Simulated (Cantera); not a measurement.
Cantera run:

```python
import numpy as np
import cantera as ct

gas_names = """
    B BCL BCL2 BCL3 BH BH2 BH3 BN B2 CL CL2 H HCL H2 N NH NH2 NH3 N2 N2H2 N2H4
""".split()
cond_names = """
    B(b) B(L) BN(s) NH4CL(a) NH4CL(b)
""".split()


# ... load() reads the species with a 1 bar reference pressure and builds the phases ...
atoms = {
    'BCl3': {'B': 1, 'CL': 3},
    'N2': {'N': 2},
    'H2': {'H': 2},
}
top_T = {'BN(s)': 3200}  # K; cautious upper limits of use, not melting points


# ... equilibrate(T, P, feed) seeds the gas with the atoms and calls Mixture.equilibrate('TP', solver="vcs", rtol=1e-11, max_steps=5000) ...
results = []
feed = {'BCl3': 1, 'N2': 4.7, 'H2': 12}  # mol
P = 1333.22  # Pa
for T in [1198, 1273, 1348, 1423, 1498, 1573, 1648, 1723, 1798, 1873, 1948, 2023]:
    mix = equilibrate(T, P, feed)
    results.append((T, P, feed, dict(zip(mix.species_names, mix.species_moles))))
    x = sorted(zip(gas.X, gas.species_names), reverse=True)
    print(f"T = {T:g} K  P = {P:g} Pa  gas = {mix.phase_moles(0):.4g} mol")
    print("   x: " + "  ".join(f"{s} {v:.3e}" for v, s in x if v > 0.001))
    print("   condensed (mol): " + ("  ".join(f"{mix.phase(i).name} {mix.phase_moles(i):.4g}"
          for i in range(1, mix.n_phases) if mix.phase_moles(i) > 1e-12) or "none"))
```

It prints:

```
T = 1198 K  P = 1333.22 Pa  gas = 17.7 mol
   x: H2 5.932e-01  N2 2.373e-01  HCL 1.695e-01
   condensed (mol): BN(s) 1
T = 1273 K  P = 1333.22 Pa  gas = 17.7 mol
   x: H2 5.932e-01  N2 2.373e-01  HCL 1.695e-01
   condensed (mol): BN(s) 1
T = 1348 K  P = 1333.22 Pa  gas = 17.7 mol
   x: H2 5.932e-01  N2 2.373e-01  HCL 1.695e-01
   condensed (mol): BN(s) 1
T = 1423 K  P = 1333.22 Pa  gas = 17.7 mol
   x: H2 5.932e-01  N2 2.373e-01  HCL 1.695e-01
   condensed (mol): BN(s) 0.9999
T = 1498 K  P = 1333.22 Pa  gas = 17.7 mol
   x: H2 5.931e-01  N2 2.373e-01  HCL 1.694e-01
   condensed (mol): BN(s) 0.9999
T = 1573 K  P = 1333.22 Pa  gas = 17.7 mol
   x: H2 5.930e-01  N2 2.373e-01  HCL 1.694e-01
   condensed (mol): BN(s) 0.9998
T = 1648 K  P = 1333.22 Pa  gas = 17.71 mol
   x: H2 5.928e-01  N2 2.372e-01  HCL 1.692e-01
   condensed (mol): BN(s) 0.9993
T = 1723 K  P = 1333.22 Pa  gas = 17.71 mol
   x: H2 5.923e-01  N2 2.372e-01  HCL 1.689e-01  H 1.216e-03
   condensed (mol): BN(s) 0.9979
T = 1798 K  P = 1333.22 Pa  gas = 17.73 mol
   x: H2 5.915e-01  N2 2.371e-01  HCL 1.682e-01  H 2.345e-03
   condensed (mol): BN(s) 0.9928
T = 1873 K  P = 1333.22 Pa  gas = 17.77 mol
   x: H2 5.900e-01  N2 2.370e-01  HCL 1.664e-01  H 4.293e-03  BCL 1.180e-03
   condensed (mol): BN(s) 0.9764
T = 1948 K  P = 1333.22 Pa  gas = 17.85 mol
   x: H2 5.874e-01  N2 2.373e-01  HCL 1.622e-01  H 7.501e-03  BCL 3.725e-03  CL 1.553e-03
   condensed (mol): BN(s) 0.9282
T = 2023 K  P = 1333.22 Pa  gas = 18.03 mol
   x: H2 5.830e-01  N2 2.385e-01  HCL 1.525e-01  H 1.256e-02  BCL 1.038e-02  CL 2.440e-03
   condensed (mol): BN(s) 0.8026
```

Method: chemical equilibrium by Gibbs-energy minimisation in Cantera with the NASA 1993 tables (ideal gas, pure condensed phases). N2 is the only nitrogen source here; it is nearly inert below about 1500 K, so the nitride shown seldom forms there in practice. The tables' values for BCl, BCl2, BH2 are old estimates; treat these amounts as uncertain.
